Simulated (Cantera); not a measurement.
Feed: 1 mol CuO, 0.96 mol CO, at 0.130 bar.

Method: chemical equilibrium by Gibbs-energy minimisation in Cantera with the NASA 1993 tables (ideal gas, pure condensed phases). Candidate condensed phases: C, Cu, CuO, Cu₂O; 15 gas species. Each liquid is taken as pure. Mutual solubility and eutectic melting of coexisting phases are not modelled. Kinetics and transport are ignored.

log p: log10 of the partial pressure in bar; n: condensed amount in mol.

| T (K) | log p CO₂ | log p O₂ | log p CO | log p Cu | log p O | log p CuO | n Cu(s) | n Cu₂O(s) | n Cu(l) | n Cu₂O(l) |
|---|---|---|---|---|---|---|---|---|---|---|
| 1350 | -0.89 | -5.47 | -4.55 | -6.31 | … | -9.62 | 0.920 | 0.0402 | 0 | 0 |
| 1375 | -0.89 | -5.21 | -4.48 | -6.08 | … | -9.28 | 0 | 0.0402 | 0.920 | 0 |
| 1400 | -0.89 | -4.95 | -4.42 | -5.87 | … | -8.96 | 0 | 0.0401 | 0.920 | 0 |
| 1425 | -0.89 | -4.70 | -4.36 | -5.66 | … | -8.65 | 0 | 0.0400 | 0.920 | 0 |
| 1450 | -0.89 | -4.46 | -4.30 | -5.46 | … | -8.35 | 0 | 0.0399 | 0.920 | 0 |
| 1475 | -0.89 | -4.23 | -4.25 | -5.27 | … | -8.06 | 0 | 0.0395 | 0.921 | 0 |
| 1500 | -0.89 | -4.00 | -4.20 | -5.08 | … | -7.78 | 0 | 0.0390 | 0.922 | 0 |
| 1525 | -0.89 | -3.81 | -4.13 | -4.91 | … | -7.52 | 0 | 0 | 0.923 | 0.0382 |
| 1550 | -0.89 | -3.67 | -4.05 | -4.73 | … | -7.30 | 0 | 0 | 0.925 | 0.0375 |
| 1575 | -0.89 | -3.54 | -3.96 | -4.56 | … | -7.08 | 0 | 0 | 0.927 | 0.0365 |
| 1600 | -0.89 | -3.41 | -3.88 | -4.40 | … | -6.87 | 0 | 0 | 0.929 | 0.0352 |

Question: Fill in the missing entries.

Answer: 
- 1350, log p O: -9.11
- 1375, log p O: -8.80
- 1400, log p O: -8.50
- 1425, log p O: -8.21
- 1450, log p O: -7.93
- 1475, log p O: -7.65
- 1500, log p O: -7.39
- 1525, log p O: -7.15
- 1550, log p O: -6.94
- 1575, log p O: -6.74
- 1600, log p O: -6.54
